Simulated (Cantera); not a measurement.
A Cantera script and what it prints.

```python
import numpy as np
import cantera as ct

gas_names = """
    SiCL2 F2 SiF4 SiCL4
""".split()
cond_names = """

""".split()


# ... load() reads the species with a 1 bar reference pressure and builds the phases ...
species = {s.name: s for s in load("nasa_gas.yaml", gas_names) + load("nasa_condensed.yaml", cond_names)}
# Each term lists the table entries of one substance; the one whose range holds T is used.
reactions = {
    '2 SiCl2(g) + 2 F2(g) = SiF4(g) + SiCl4(g)':
        [(-2, ['SiCL2']), (-2, ['F2']), (1, ['SiF4']), (1, ['SiCL4'])],
}


def pick(names, T):
    return next(species[n] for n in names if species[n].thermo.min_temp <= T <= species[n].thermo.max_temp)


results = []
for label, terms in reactions.items():
    print(label)
    print("     T/K   dH/kJ  dS/(J/K)   dG/kJ   log10 K")
    for T in [1648, 1748, 1848, 1948, 2048, 2148, 2248, 2348, 2448]:
        used = [(nu, pick(names, T)) for nu, names in terms]
        dH = sum(nu * s.thermo.h(T) for nu, s in used) / 1e6
        dS = sum(nu * s.thermo.s(T) for nu, s in used) / 1e3
        dG = dH - T * dS / 1e3
        logK = -dG * 1e6 / (ct.gas_constant * T * np.log(10))
        results.append((label, T, dH, dS, dG, logK, [s.name for _, s in used]))
        print(f"{T:8g} {dH:8.1f} {dS:8.1f} {dG:8.1f} {logK:8.2f}")
```

Output:

```
2 SiCl2(g) + 2 F2(g) = SiF4(g) + SiCl4(g)
     T/K   dH/kJ  dS/(J/K)   dG/kJ   log10 K
    1648  -1918.4   -331.0  -1372.9    43.51
    1748  -1916.4   -329.8  -1339.8    40.04
    1848  -1914.4   -328.7  -1306.9    36.94
    1948  -1912.3   -327.6  -1274.1    34.16
    2048  -1910.3   -326.6  -1241.4    31.66
    2148  -1908.2   -325.6  -1208.8    29.39
    2248  -1906.2   -324.7  -1176.3    27.33
    2348  -1904.1   -323.8  -1143.8    25.45
    2448  -1901.9   -322.9  -1111.5    23.72
```

Cantera with NASA thermochemical tables; ideal gases at 1 bar, condensed phases pure. Condensed species are held in their standard states even where they would react or evaporate.
